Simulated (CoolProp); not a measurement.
Vapour-liquid equilibrium of ammonia (1) + benzene (2) at 73.15 °C; x and y are mole fractions of (1).

Computed with CoolProp (multi-fluid Helmholtz-energy mixture model, Gao 2020 and Thol 2012; pair parameters Bell 2016).

| x | bubble pressure (kPa) | y at the bubble point | dew pressure at overall composition x (kPa) | liquid density (mol/L) |
|---|---|---|---|---|
| 0.05 | 393.7 | 0.788 | 85.86 | ? |
| 0.2 | 1239 | 0.930 | 102.3 | 12.23 |
| 0.35 | 1840 | 0.952 | 126.4 | 13.85 |
| 0.5 | 2224 | 0.961 | 164.9 | 15.88 |
| 0.65 | ? | ? | 236.5 | 18.53 |
| 0.8 | ? | 0.977 | 418.0 | 22.23 |
| 0.95 | ? | ? | 1767 | 27.89 |

### Question
Fill in the missing entries.

### Answer

- 0.05, liquid density (mol/L): 10.91
- 0.65, bubble pressure (kPa): 2521
- 0.65, y at the bubble point: 0.968
- 0.8, bubble pressure (kPa): 2863
- 0.95, bubble pressure (kPa): 3353
- 0.95, y at the bubble point: 0.993

No azeotrope shows between x = 0.05 and 0.95.

The pair parameters rest on a limited set of measurements; away from them the model extrapolates. The gap from Raoult's law changes sign with composition, which may be real or a fault of the pair parameters; it wasn't checked against measurements. With so large a gap from Raoult's law the liquid may split in two, which this calculation doesn't test in full.
